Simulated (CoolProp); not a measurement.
Benzene along the isotherm 125.65 °C: Z from the reference equation and from simpler models built on Tc = 288.9 °C, pc = 49.06 bar, ω = 0.211; each cubic takes its own stable root.

Model: reference Helmholtz-energy equation of state, Thol 2012, in CoolProp.

```
p (bar)   phase  reference
-------  ------  ---------
44.6     liquid     0.1369
89.2     liquid     0.2712
134      liquid     0.4039
178      liquid     0.5324
223      liquid     0.6621
268      liquid     0.7902
312      liquid     0.9141
357      liquid      1.040
401      liquid      1.161
446      liquid      1.284
491      liquid      1.406
```

How far does each simpler model (van der Waals, Redlich-Kwong, Soave-Redlich-Kwong) lie from the reference over these 11 states: mean and median of the absolute difference, and the worst?


- van der Waals: mean 53.3 %, median 52.1 %, worst +60.6 % at 125.65 °C and 44.6 bar
- Redlich-Kwong: mean 9.2 %, median 8.8 %, worst +12.1 % at 125.65 °C and 44.6 bar
- Soave-Redlich-Kwong: mean 7.2 %, median 7.0 %, worst +8.8 % at 125.65 °C and 44.6 bar
